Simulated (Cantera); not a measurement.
## Thermodynamics of iron carbonyl, mercury and lead vapours, feed Pb + H₂

A closed system holds: 1 mol Pb, 0.99 mol H₂.

Equilibrium computed with Cantera from the NASA thermochemical tables; the gas is ideal and each condensed phase is pure. Candidate condensed phases: Pb; 4 gas species. Equilibrium is a limit: real reactors are often held back by kinetics, nucleation or transport.

Stable condensed phases:

```
T in K \ P in Pa
              10      42     180     750    3200   13000   56000  240000 1000000
   1323        A       A       A       B       B       B       B       B       B
   1223        A       A       A       B       B       B       B       B       B
   1123        A       B       B       B       B       B       B       B       B
   1023        B       B       B       B       B       B       B       B       B
    923        B       B       B       B       B       B       B       B       B
    823        B       B       B       B       B       B       B       B       B
    723        B       B       B       B       B       B       B       B       B
    623        B       B       B       B       B       B       B       B       B
    523        B       B       B       B       B       B       B       B       B
```

A: gas only; B: Pb.
